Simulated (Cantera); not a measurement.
An adiabatic, constant-volume homogeneous reactor starts with 30.0 % CO, 3.60 % H2, 14.0 % O2, 52.4 % N2, equivalence ratio 1.2, at 1575 K and 1.60 bar.

Computed with Cantera and GRI-Mech 3.0 (53 species, 325 reactions).

x: mole fraction; the columns are a selection and need not sum to one.

```
t (s)     T (K)  P (bar)   x CO     x H2    x O2     x N2O   x H2O2      x NO     x NO2
--------  -----  -------  -----  -------  ------  --------  -------  --------  --------
5.00e-6    1575     1.60  0.300   0.0359   0.140  4.87e-11        …    <1e-12    <1e-12
1.06e-5    1585     1.61  0.297   0.0293   0.134   8.53e-9        …   1.10e-8  4.34e-12
2.25e-5    1959     1.96  0.218  0.00401  0.0660   3.39e-7        …   2.17e-5   1.03e-8
4.78e-5    2467     2.39  0.189  0.00451  0.0526   4.44e-7  1.00e-7  0.000229   9.72e-8
0.000101   2867     2.71  0.170  0.00374  0.0453   8.25e-7  1.03e-7   0.00184   8.28e-7
0.000215   2988     2.80  0.161  0.00346  0.0396   1.15e-6  1.46e-7   0.00737   3.11e-6
0.000457   2983     2.79  0.161  0.00349  0.0370   1.24e-6  1.43e-7    0.0135   5.54e-6
0.000971   2980     2.79  0.161  0.00351  0.0360   1.29e-6  1.40e-7    0.0161   6.51e-6
0.00206    2979     2.78  0.161  0.00351  0.0359   1.30e-6  1.40e-7    0.0163   6.59e-6
0.00437    2979     2.78  0.161  0.00351  0.0359   1.30e-6  1.40e-7    0.0163   6.59e-6
0.00928    2979     2.78  0.161  0.00351  0.0359   1.30e-6  1.40e-7    0.0163   6.59e-6
0.0197     2979     2.78  0.161  0.00351  0.0359   1.30e-6  1.40e-7    0.0163   6.59e-6
0.0418     2979     2.78  0.161  0.00351  0.0359   1.30e-6  1.40e-7    0.0163   6.59e-6
0.0888     2979     2.78  0.161  0.00351  0.0359   1.30e-6  1.40e-7    0.0163   6.59e-6
0.188      2979     2.78  0.161  0.00351  0.0359   1.30e-6  1.40e-7    0.0163   6.59e-6
0.400      2979     2.78  0.161  0.00351  0.0359   1.30e-6  1.40e-7    0.0163   6.59e-6
```

Q: Complete the blanks.

A: 
- 5.00e-6, x H2O2: 5.58e-9
- 1.06e-5, x H2O2: 4.04e-7
- 2.25e-5, x H2O2: 2.85e-7
